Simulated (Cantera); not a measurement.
# Premixed flame

A freely propagating, adiabatic, planar premixed flame of 13.9 % CO, 15.3 % H2, 2.77 % CH4, 15.5 % O2, 52.6 % N2, equivalence ratio 1.3, unburnt at 450 K and 3.00 bar; mixture-averaged transport, grid criteria slope 0.08 and curve 0.16, no radiation.

Cantera simulation using GRI-Mech 3.0 (53 species, 325 reactions); the numbers are that mechanism's predictions, not measurements. Burning velocities carry a grid error of a few per cent, more on coarse grids.

```tsv
z (mm)	T (K)	u (m/s)	x CO	x H2	x CH4	x CH2O	x HO2	x NO2
-0.275	450	2.29	0.139	0.152	0.0277	<1e-8	<1e-8	<1e-8
-0.183	450	2.29	0.139	0.152	0.0278	<1e-8	6.96e-8	<1e-8
-0.137	451	2.29	0.139	0.150	0.0278	1.96e-8	9.70e-7	<1e-8
-0.0916	456	2.30	0.140	0.145	0.0280	3.76e-7	1.46e-5	<1e-8
-0.0458	640	3.15	0.142	0.117	0.0272	4.84e-5	0.000639	<1e-8
-0.0229	1066	5.18	0.141	0.0893	0.0210	0.000208	0.000377	<1e-8
0	1544	7.48	0.140	0.0606	0.00767	0.000324	0.000173	<1e-8
0.0229	1806	8.72	0.130	0.0398	0.000908	8.73e-5	6.21e-5	<1e-8
0.0458	1922	9.21	0.115	0.0317	5.33e-5	7.31e-6	3.09e-5	<1e-8
0.0916	2045	9.69	0.0977	0.0304	1.58e-7	3.36e-8	1.63e-5	<1e-8
0.183	2170	10.2	0.0882	0.0305	<1e-8	<1e-8	9.49e-6	<1e-8
0.367	2287	10.6	0.0848	0.0286	<1e-8	<1e-8	5.41e-6	<1e-8
0.733	2382	11.0	0.0821	0.0264	<1e-8	<1e-8	2.84e-6	<1e-8
```
x: mole fraction of selected species; z is measured from the peak of heat release.

| Property | Value |
|---|---|
| laminar burning velocity | 229 cm/s |
| thermal thickness | 0.0916 mm |
| peak x(CH2O) | 0.000340 |
| peak x(HO2) | 0.000656 |
| grid points | 149 |
